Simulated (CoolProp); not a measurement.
A single-stage vapour-compression cycle with isobutene: evaporating at 247.15 K (dew point), condensing at 307.15 K (bubble point), superheat 5 K, subcooling 5 K, compressor efficiency 0.7, no pressure losses. Each further row changes one setting.

Computed with CoolProp (reference Helmholtz-energy equation of state, Lemmon 2005). It is a short technical equation, of lower accuracy than the large ones.

| case | cooling COP | pressure ratio | discharge temperature (K) | refrigerating effect (kJ/kg) | volumetric capacity (kJ/m³) |
|---|---|---|---|---|---|
| as stated | 2.35 | 8.81 | 337.1 | 291 | 360 |
| evaporating temperature 252.15 K | 2.67 | 7.02 | 333.8 | 298 | 454 |
| condensing temperature 302.15 K | 2.63 | 7.62 | 331.3 | 303 | 375 |
| subcooling 10 K | 2.45 | 8.81 | 337.1 | 303 | 375 |
| superheat 15 K | 2.37 | 8.81 | 347.7 | 306 | 362 |
| compressor efficiency 0.6 | 2.01 | 8.81 | 348.1 | 291 | 360 |
